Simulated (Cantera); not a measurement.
Tantalum, niobium, vanadium and zirconium in process gases: Zr + N2O + H2

A closed system holds: 1 mol Zr, 0.52 mol N2O, 16 mol H2, at 2650 K and 10000 Pa.

Equilibrium computed with Cantera from the NASA thermochemical tables; the gas is ideal and each condensed phase is pure. Candidate condensed phases: H2O, Zr, ZrN, ZrO2; 28 gas species. Mutual solubility and eutectic melting of coexisting phases are not modelled. ZrN: taken at fixed stoichiometry. Condensed phases not in the tables: solid solutions among these carbides, nitrides and lower oxides. Rates play no part.

```json
{
 "x(H2)": "0.853",
 "x(H)": "0.137",
 "x(N2)": "0.00894",
 "x(ZrO)": "0.00137",
 "x(H2O)": "0.000193",
 "x(ZrO2)": "2.83e-5",
 "x(Zr)": "1.89e-5",
 "x(OH)": "7.54e-6",
 "n(ZrN(s))": "0.730 mol",
 "n(ZrO2(s))": "0.246 mol",
 "gas_amount": "17.37 mol",
 "log10 activity of Zr(l) (absent)": "-0.85"
}
```
